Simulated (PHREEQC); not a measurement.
Dissolve 2.1 mol/kgw MgCl2, 0.41 mol/kgw Na2SO4 and 3.4 mol/kgw NaCl at 75 °C. It is in equilibrium with CO2 at log p = -1 (atm). Otherwise closed; pH follows from the charge balance.

The numbers come from PHREEQC with the Pitzer model, pitzer.dat.

Each row changes one thing in this solution. Precipitation was switched off in this run.

| case | pH | CO2 (mol/kgw) | HSO4- (mol/kgw) | HCO3- (mol/kgw) | MgOH+ (mol/kgw) | MgCO3 (mol/kgw) | SI of Halite (NaCl) | SI of Thenardite (Na2SO4) |
|---|---|---|---|---|---|---|---|---|
| as made | 3.86 | 0.000315 | 5.27e-5 | 4.61e-5 | 1.44e-5 | 7.92e-8 | +0.24 | -0.39 |
| diluted 5-fold with water | 4.59 | 0.000998 | 3.63e-5 | 6.28e-5 | 2.81e-7 | 1.16e-8 | -1.87 | -2.56 |
| NaCl left out | 4.25 | 0.000532 | 4.06e-5 | 5.22e-5 | 3.91e-6 | 5.70e-8 | -1.05 | -1.97 |

Some of these states are supersaturated (in Halite, for instance). In brines, pH and single-ion activities rest on the MacInnes convention. Constants without temperature data keep their 25 °C values here.
